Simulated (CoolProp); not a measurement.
Model: reference Helmholtz-energy equation of state, Gao 2020, in CoolProp.

Task: For ammonia, give the phase and the Z, cv (kJ/(kg K)), Prandtl number at 238.5 K and 0.284 MPa; 238.5 K and 16 MPa; 238.5 K and 28.4 MPa.

Result: 
- 238.5 K and 0.284 MPa: liquid; Z 0.00357, cv 2.92, Prandtl number 1.73
- 238.5 K and 16 MPa: liquid; Z 0.199, cv 2.93, Prandtl number 1.78
- 238.5 K and 28.4 MPa: liquid; Z 0.350, cv 2.94, Prandtl number 1.82

Viscosity comes from a separate model (Fenghour 1995). Thermal conductivity comes from a separate model (Tufeu 1984).
